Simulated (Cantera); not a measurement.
## Boron, boron nitride and boron oxide: BF₃ + NH₃ + N₂

A closed system holds: 1 mol BF₃, 1.1 mol NH₃, 0.48 mol N₂.

Equilibrium computed with Cantera from the NASA thermochemical tables; the gas is ideal and each condensed phase is pure. Candidate condensed phases: B, BN; 31 gas species. The tables' values for BF₂ are old estimates. Rates play no part.

Stable condensed phases:

```
T in °C \ P in Pa
             10     46    220   1000   4600  22000 100000
   1602       A      A      A      A      A      B      B
   1577       A      A      A      A      A      B      B
   1552       A      A      A      A      A      B      B
   1527       A      A      A      A      A      B      B
   1502       A      A      A      A      B      B      B
   1477       A      A      A      A      B      B      B
   1452       A      A      A      A      B      B      B
   1427       A      A      A      B      B      B      B
   1402       A      A      A      B      B      B      B
   1377       A      A      A      B      B      B      B
   1352       A      A      B      B      B      B      B
```

A: gas only; B: BN.
